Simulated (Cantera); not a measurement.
Feed: 1 mol c-C4F8, 1.8 mol H2, held at 87.0 mbar.

Method: chemical equilibrium by Gibbs-energy minimisation in Cantera with the NASA 1993 tables (ideal gas, pure condensed phases). Candidate condensed phases: C, C6H6, C7H8, C8H18; 95 gas species. The feed counts by its element totals alone. Gases not in the tables: C2F6 and larger saturated fluorocarbons. Rates play no part.

At 2150 K, list the 7 most abundant gas species with their mole fractions, and the condensed phases.

HF 0.735, CF4 0.191, CF2 0.0523, F 0.0176, CF3 0.00396, CF 0.000163, CHF3 1.22e-5. Condensed: C(graphite).
